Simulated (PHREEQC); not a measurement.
PHREEQC input (ion-association model, wateq4f.dat):

```
SOLUTION_MASTER_SPECIES
  An  An-  0  An  62.0  # stands for a non-complexing anion
SOLUTION_SPECIES
  An- = An-
    -log_k 0
    -gamma 3.0 0
PHASES
  Fix_H+
    H+ = H+
    -log_k 0
SOLUTION 1
  temp 25
  units mmol/kgw
  pH 7 charge
  B 0.24
  F 0.0024
  Na 1.0024
  An 1
END
SELECTED_OUTPUT 1
  -reset false
  -pH true
  -pe true
  -ionic_strength true
  -water true
  -totals B F Na
  -molalities Hfo_wOH Hfo_wOH2+ Hfo_wO- Hfo_sOH Hfo_sOH2+ Hfo_sO- Hfo_wF Hfo_wOHF- Hfo_wH2BO3
USER_PUNCH 1
  -headings sigma psi
  10 PUNCH EDL("sigma", "Hfo"), EDL("psi", "Hfo")
PRINT
  -reset false
USE solution 1
SURFACE 1
  Hfo_wOH 0.000247191 600 0.11
  Hfo_sOH 6.17978e-06
EQUILIBRIUM_PHASES 1
  Fix_H+ -3 HAn 10
    -force_equality true
  O2(g) -0.68 10
END
# ... the last block is repeated for the other 12 points of pH, with NaOH or the acid as the point needs
```

Selected output (columns that matter, 9 of 13 rows; pH added in front):

```
pH	mu	B	F	Na	m_Hfo_wOH	m_Hfo_wOH2+	m_Hfo_wO-	m_Hfo_sOH	m_Hfo_sOH2+	m_Hfo_sO-	m_Hfo_wF	m_Hfo_wOHF-	sigma	psi
3	0.0021373	0.00023993	9.3483e-08	0.0010024	7.4671e-05	0.00016938	7.541e-07	1.8849e-06	4.2758e-06	1.9036e-08	1.3707e-06	9.3581e-07	0.2514	0.23274
4.33	0.0010814	0.00023983	1.3897e-07	0.0010024	0.00016555	7.0283e-05	8.933e-06	4.1797e-06	1.7745e-06	2.2554e-07	4.8645e-07	1.7746e-06	0.089366	0.19711
5	0.0010298	0.00023982	3.605e-07	0.0010024	0.00018018	4.988e-05	1.491e-05	4.5453e-06	1.2583e-06	3.7613e-07	3.0927e-07	1.7302e-06	0.049887	0.16846
5.67	0.0010136	0.00023981	9.2084e-07	0.0010024	0.00018614	3.9063e-05	2.032e-05	4.6851e-06	9.8321e-07	5.1144e-07	1.7651e-07	1.3026e-06	0.026189	0.13595
7	0.0010045	0.00023981	2.1893e-06	0.0010024	0.00018933	3.0792e-05	2.6669e-05	4.7409e-06	7.7105e-07	6.678e-07	2.0027e-08	1.9071e-07	0.0059005	0.063816
8.33	0.0010321	0.00023983	2.3884e-06	0.0010324	0.00018961	2.8391e-05	2.901e-05	4.7437e-06	7.1028e-07	7.2578e-07	1.0231e-09	1.0582e-08	-0.00094389	-0.012737
9	0.0011041	0.00023988	2.3974e-06	0.0011057	0.0001896	2.7213e-05	3.026e-05	4.7422e-06	6.8067e-07	7.5688e-07	2.1927e-10	2.366e-09	-0.00457	-0.051285
9.67	0.0012318	0.00023995	2.3994e-06	0.0012357	0.00018934	2.5147e-05	3.2657e-05	4.7344e-06	6.288e-07	8.166e-07	4.6758e-11	5.4523e-10	-0.011256	-0.088926
11	0.002314	0.00024	2.3999e-06	0.0023334	0.00018066	1.4324e-05	5.22e-05	4.5166e-06	3.581e-07	1.305e-06	2.0575e-12	4.0188e-11	-0.056761	-0.15435
```

Real BF4- forms and hydrolyses slowly; the run takes it at equilibrium. The oxide is taken as insoluble; below pH 4 it would dissolve.
